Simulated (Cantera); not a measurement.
## Pyrogenic steam for wet oxidation

An isothermal, constant-pressure homogeneous reactor starts with H₂ : O₂ : N₂ : H₂O = 1.3 : 1 : 3.4 : 0.11 (molar parts), equivalence ratio 0.65, at 973 K and 0.790 atm.

Cantera simulation using GRI-Mech 3.0 (53 species, 325 reactions); the numbers are that mechanism's predictions, not measurements. The temperature is held fixed by assumption; the heat of reaction is taken as removed at once.

```csv
t (s),x H₂,x O₂,x H₂O,x H,x NO,x HO₂
1.00e-6,0.224,0.172,0.0189,9.84e-12,<1e-12,1.10e-11
1.09e-5,0.224,0.172,0.0189,9.73e-11,<1e-12,1.73e-10
0.000119,0.224,0.172,0.0189,2.98e-9,<1e-12,1.45e-8
0.00130,0.100,0.114,0.159,7.57e-7,4.07e-8,0.000101
0.0141,0.0984,0.114,0.161,9.66e-7,2.61e-8,6.37e-5
0.154,0.0537,0.0926,0.212,1.04e-6,2.77e-8,6.50e-5
1.68,0.000480,0.0680,0.273,3.99e-9,3.24e-9,4.24e-6
18.3,5.53e-6,0.0678,0.273,6.26e-12,1.21e-9,1.08e-7
200,4.45e-11,0.0678,0.273,<1e-12,6.94e-8,3.95e-10
```
x: mole fraction; the columns are a selection and need not sum to one.

Equilibrium at this temperature and pressure: H₂ 4.51e-11, O₂ 0.0678, H₂O 0.273, H <1e-12, NO 1.21e-5, HO₂ 4.00e-10 (gas phase only).
